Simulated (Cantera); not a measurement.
# Hydrogen reduction and annealing atmospheres: FeS + H₂ + N₂

Feed: 1 mol FeS, 0.4 mol H₂, 4.7 mol N₂, at 2075 K and 43.0 Pa.

Method: chemical equilibrium by Gibbs-energy minimisation in Cantera with the NASA 1993 tables (ideal gas, pure condensed phases). Candidate condensed phases: Fe, FeS, FeS₂, S; 16 gas species. Rates play no part.

```
Item                                  Value
--------------------------------  ---------
x(N₂)                                 0.684
x(Fe)                                 0.146
x(S)                                 0.0521
x(S₂)                                0.0448
x(H₂)                                0.0430
x(H)                                 0.0266
x(SH)                               0.00368
x(H₂S)                              9.15e-5
x(SN)                               8.13e-6
gas amount                        6.870 mol
log10 activity of Fe(l) (absent)      -1.12
log10 activity of S(l) (absent)       -3.97
```
